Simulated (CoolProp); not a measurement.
A single-stage vapour-compression cycle with the fluid: evaporating at 255.15 K (dew point), condensing at 299.15 K (bubble point), superheat 5 K, subcooling 5 K, compressor efficiency 0.7, no pressure losses. The same conditions are run with several fluids, on thermodynamics alone (safety and materials aside).

Values from CoolProp's reference Helmholtz-energy equation of state of each fluid (R21: Platzer 1990; hydrogen chloride: Thol 2018; R1132(E): Akasaka 2024; R245ca: Zhou 2016; chloromethane (R40): Thol 2014; nitrous oxide: Lemmon 2006). The equations of Platzer and Polt are older, rougher fits.

```csv
fluid,cooling COP,pressure ratio,discharge temperature (K),refrigerating effect (kJ/kg),volumetric capacity (kJ/m³)
R21,3.61,6.00,361.8,216,328
hydrogen chloride,2.97,3.09,382.7,277,8780
R1132(E),3.32,3.81,338.9,209,3030
R245ca,3.56,7.84,319.9,180,149
chloromethane (R40),3.50,4.55,386.7,364,1150
nitrous oxide,2.72,3.03,356.7,192,9160
```
